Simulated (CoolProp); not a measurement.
A simple Rankine cycle with R22: condensing at 317.15 K, boiler at 3.61 MPa, turbine inlet 499 K, turbine efficiency 0.7, pump efficiency 0.8, no recuperator. Each further row changes one setting.

Computed with CoolProp (reference Helmholtz-energy equation of state, Kamei 1995).

| case | thermal efficiency (%) | net work (kJ/kg) | heat in (kJ/kg) | turbine exit temperature (K) | volume ratio over the turbine |
|---|---|---|---|---|---|
| as stated | 6.6 | 20.4 | 309 | 462.8 | 2.05 |
| condensing temperature 309.15 K | ? | ? | 319 | 454.3 | 2.46 |
| boiler pressure 2.53 MPa | 3.7 | 11.6 | 315 | ? | 1.46 |
| turbine efficiency 0.6 | 5.6 | 17.2 | 309 | ? | 2.07 |

Problem. What belongs in the gaps?

Solution. 
- condensing temperature 309.15 K, thermal efficiency (%): 8.0
- condensing temperature 309.15 K, net work (kJ/kg): 25.7
- boiler pressure 2.53 MPa, turbine exit temperature (K): 480.3
- turbine efficiency 0.6, turbine exit temperature (K): 466.5
